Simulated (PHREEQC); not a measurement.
# Reverse-osmosis reject: speciation

Model water analysis in mg/L, 25 °C, pH 6.01, pe 8:

| constituent | mg/L |
|---|---|
| Na | 53.7 |
| K | 4.25 |
| Ca | 221 |
| Mg | 139 |
| Cl | 229 |
| S(6) as SO4 | 2.9 |
| Alkalinity as HCO3 | 1130 |
| Sr | 0.261 |
| Cu(2) | 0.229 |

Valence states are taken as typed.

Model: ion-association model, wateq4f.dat, run in PHREEQC.

Precipitation was switched off in this run.

Problem. Predict the ionic strength, charge-balance error.

Solution. ionic strength 0.0340 mol/kgw; charge-balance error -0.2 %.

Problem. In which forms is Mg present?

Solution. Mg+2 90 %, MgHCO3+ 9.8 % of the Mg.

Complexes and solids missing from the database can't appear.
